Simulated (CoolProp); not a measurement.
A single-stage vapour-compression cycle with R410A: evaporating at 235.15 K (dew point), condensing at 262.15 K (bubble point), superheat 5 K, subcooling 8 K, compressor efficiency 0.85, no pressure losses. Each further row changes one setting.

Computed with CoolProp (reference Helmholtz-energy equation of state, Lemmon 2003). It is a pseudo-pure fit of the blend.

```tsv
case	cooling COP	pressure ratio	discharge temperature (K)	refrigerating effect (kJ/kg)	volumetric capacity (kJ/m³)
as stated	6.84	2.90	290.8	238	1760
evaporating temperature 240.15 K	___	___	285.7	241	2190
condensing temperature 257.15 K	8.56	2.43	282.0	246	1820
subcooling 13 K	7.05	2.90	290.8	246	1820
superheat 15 K	6.73	2.90	302.0	247	1740
compressor efficiency 0.75	___	2.90	295.9	238	1760
```

Problem. What belongs in the gaps?

Solution. 
- evaporating temperature 240.15 K, cooling COP: 8.73
- evaporating temperature 240.15 K, pressure ratio: 2.34
- compressor efficiency 0.75, cooling COP: 6.04
